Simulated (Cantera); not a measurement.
Cantera run:

```python
import numpy as np
import cantera as ct

gas_names = """
    CL CL2 N N2 Si SiCL SiCL2 SiCL3 SiCL4 SiN Si2 Si2N Si3
""".split()
cond_names = """
    Si(cr) Si(L) Si3N4(a)
""".split()


# ... load() reads the species with a 1 bar reference pressure and builds the phases ...
atoms = {
    'Si2Cl6': {'Si': 2, 'CL': 6},
    'N2': {'N': 2},
}
top_T = {'Si3N4(a)': 2400}  # K; cautious upper limits of use, not melting points


# ... equilibrate(T, P, feed) seeds the gas with the atoms and calls Mixture.equilibrate('TP', solver="vcs", rtol=1e-11, max_steps=5000) ...
results = []
feed = {'Si2Cl6': 1, 'N2': 24}  # mol
T = 1275  # K
for P in [100, 350, 1300, 4500, 16000, 56000, 200000]:
    mix = equilibrate(T, P, feed)
    results.append((T, P, feed, dict(zip(mix.species_names, mix.species_moles))))
    x = sorted(zip(gas.X, gas.species_names), reverse=True)
    print(f"T = {T:g} K  P = {P:g} Pa  gas = {mix.phase_moles(0):.4g} mol")
    print("   x: " + "  ".join(f"{s} {v:.3e}" for v, s in x if v > 0.001))
    print("   condensed (mol): " + ("  ".join(f"{mix.phase(i).name} {mix.phase_moles(i):.4g}"
          for i in range(1, mix.n_phases) if mix.phase_moles(i) > 1e-12) or "none"))
```

Result:

```
T = 1275 K  P = 100 Pa  gas = 25.69 mol
   x: N2 9.294e-01  SiCL4 4.077e-02  SiCL2 1.890e-02  SiCL3 1.088e-02
   condensed (mol): Si3N4(a) 0.0625
T = 1275 K  P = 350 Pa  gas = 25.4 mol
   x: N2 9.354e-01  SiCL4 4.976e-02  SiCL3 7.491e-03  SiCL2 7.335e-03
   condensed (mol): Si3N4(a) 0.1198
T = 1275 K  P = 1300 Pa  gas = 25.27 mol
   x: N2 9.382e-01  SiCL4 5.459e-02  SiCL3 4.645e-03  SiCL2 2.572e-03
   condensed (mol): Si3N4(a) 0.1461
T = 1275 K  P = 4500 Pa  gas = 25.22 mol
   x: N2 9.393e-01  SiCL4 5.688e-02  SiCL3 2.855e-03
   condensed (mol): Si3N4(a) 0.1568
T = 1275 K  P = 16000 Pa  gas = 25.19 mol
   x: N2 9.399e-01  SiCL4 5.810e-02  SiCL3 1.710e-03
   condensed (mol): Si3N4(a) 0.1617
T = 1275 K  P = 56000 Pa  gas = 25.18 mol
   x: N2 9.401e-01  SiCL4 5.875e-02  SiCL3 1.023e-03
   condensed (mol): Si3N4(a) 0.164
T = 1275 K  P = 200000 Pa  gas = 25.17 mol
   x: N2 9.402e-01  SiCL4 5.911e-02
   condensed (mol): Si3N4(a) 0.1652
```

Cantera equilibrium calculation (NASA polynomials, part measured and part estimated; ideal gas, pure solids and liquids). The feed counts by its element totals alone. N2 is the only nitrogen source here; it is nearly inert below about 1500 K, so the nitride shown seldom forms there in practice. The tables' values for SiCl3 are old estimates; treat these amounts as uncertain.
